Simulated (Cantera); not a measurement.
A closed system holds: 1 mol CH₃Cl, 0.77 mol CH₄, 0.19 mol H₂, equilibrated at 2875 °C and 1.33 mbar.

Method: chemical equilibrium by Gibbs-energy minimisation in Cantera with the NASA 1993 tables (ideal gas, pure condensed phases). Candidate condensed phases: C, C₆H₆, C₇H₈, C₈H₁₈; 91 gas species. Equilibrium is a limit: real reactors are often held back by kinetics, nucleation or transport.

Base state: H 0.755, Cl 0.119, C 0.0507, C₃ 0.0443, C₂ 0.0133, H₂ 0.0128, HCl 0.00298, C₂H 0.00180 (mole fractions); condensed: gas only.

**Question.** What changes in the equilibrium state with this change: temperature from 2875 °C to 1177 °C?

**Answer.** 
```csv
species,before,after
H₂,0.0128,0.732
HCl,0.00298,0.268
H,0.755,0.000222
C,0.0507,<1e-9
C₃,0.0443,<1e-9
C₂,0.0133,<1e-9
Cl,0.119,6.61e-5
C₂H,0.00180,<1e-9
C₅,0.000151,<1e-9
"C(graphite), mol",0,1.77
```
